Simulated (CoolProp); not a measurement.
n-perfluoropentane along the isobar 8700 kPa: fugacity coefficient from the reference equation and from simpler models built on Tc = 147.9 °C, pc = 2063 kPa, ω = 0.436; each cubic takes its own stable root.

The numbers come from the reference Helmholtz-energy equation of state, Gao 2022 in CoolProp.

```tsv
T (°C)	phase	reference	Redlich-Kwong	Soave-Redlich-Kwong
81.45	liquid	0.08436	0.1243	0.08942
92.65	liquid	0.1063	0.1463	0.1130
103.85	liquid	0.1311	0.1698	0.1399
114.95	liquid	0.1585	0.1944	0.1697
126.15	liquid	0.1886	0.2204	0.2025
137.35	liquid	0.2211	0.2473	0.2379
148.55	supercritical	0.2555	0.2748	0.2755
159.75	supercritical	0.2914	0.3028	0.3147
170.95	supercritical	0.3285	0.3311	0.3550
182.15	supercritical	0.3664	0.3595	0.3960
193.25	supercritical	0.4041	0.3874	0.4366
204.45	supercritical	0.4420	0.4154	0.4773
215.65	supercritical	0.4794	0.4429	0.5172
226.85	supercritical	0.5159	0.4698	0.5560
```
